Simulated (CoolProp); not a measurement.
Vapour-liquid equilibrium of CHF3 (R23) (1) + R134a (2) at 222.2 K; x and y are mole fractions of (1).

Computed with CoolProp (multi-fluid Helmholtz-energy mixture model, Penoncello 2003 and Tillner-Roth 1994; pair parameters Bell 2016).

Task: Give the bubble pressure and the first vapour's composition at x = 0.05, 0.35, 0.95. Is there an azeotrope?

Result: x = 0.05: 0.04756 MPa, y = 0.437; x = 0.35: 0.1676 MPa, y = 0.883; x = 0.95: 0.4365 MPa, y = 0.996. No azeotrope shows between x = 0.05 and 0.95.

The pair parameters rest on a limited set of measurements; away from them the model extrapolates.
